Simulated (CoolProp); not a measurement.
Vapour-liquid equilibrium of n-butane (1) + n-decane (2) at 93.4 kPa; x and y are mole fractions of (1).

Model: multi-fluid Helmholtz-energy mixture model, Bücker 2006 and Lemmon 2006; pair parameters Kunz 2012, in CoolProp.

| x | bubble temperature, mixture model (°C) | bubble temperature, Raoult's law (°C) | y, mixture model | y, Raoult's law |
|---|---|---|---|---|
| 0.05 | 109.8 | 104.2 | 0.851 | 0.885 |
| 0.15 | 56.1 | 58.5 | 0.988 | 0.987 |
| 0.25 | 36.1 | 39.4 | 0.997 | 0.996 |
| 0.35 | 25.1 | 28.0 | 0.998 | 0.998 |
| 0.45 | 17.8 | 20.0 | 0.999 | 0.999 |
| 0.55 | 12.4 | 13.9 | 1.000 | 1.000 |
| 0.65 | 8.2 | 9.1 | 1.000 | 1.000 |
| 0.75 | 4.7 | 5.1 | 1.000 | 1.000 |
| 0.85 | 1.6 | 1.7 | 1.000 | 1.000 |
| 0.95 | -1.2 | -1.3 | 1.000 | 1.000 |

The largest gap from Raoult's law is +5.6 K in bubble temperature, at x = 0.05. No azeotrope shows between x = 0.05 and 0.95.

The pair parameters rest on a limited set of measurements; away from them the model extrapolates. The gap from Raoult's law changes sign with composition, which may be real or a fault of the pair parameters; it wasn't checked against measurements.
